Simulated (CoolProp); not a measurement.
Vapour-liquid equilibrium of methanol (1) + dimethyl carbonate (2) at 0.00565 MPa; x and y are mole fractions of (1).

Values from CoolProp's multi-fluid Helmholtz-energy mixture model, de Reuck 1993 and Zhou 2011; pair parameters Bell 2016.

```
x     bubble temperature (°C)  y at the bubble point  dew temperature at overall composition x (°C)  liquid density (mol/L)
----  -----------------------  ---------------------  ---------------------------------------------  ----------------------
0.05                     13.9                  0.314                                           19.3                   12.29
0.15                      8.0                  0.550                                           17.4                   13.10
0.25                      5.5                  0.636                                           15.3                   13.95
0.35                      4.4                  0.676                                           13.1                   14.88
0.45                      3.9                  0.697                                           10.7                   15.92
0.55                      3.6                  0.712                                            8.0                   17.10
0.65                      3.5                  0.727                                            5.1                   18.45
0.75                      3.4                  0.750                                            3.4                   20.02
0.85                      3.5                  0.796                                            3.9                   21.83
0.95                      4.4                  0.899                                            4.9                   23.93
```

y crosses x between x = 0.65 and 0.75: the model has an azeotrope there.

The pair parameters rest on a limited set of measurements; away from them the model extrapolates.
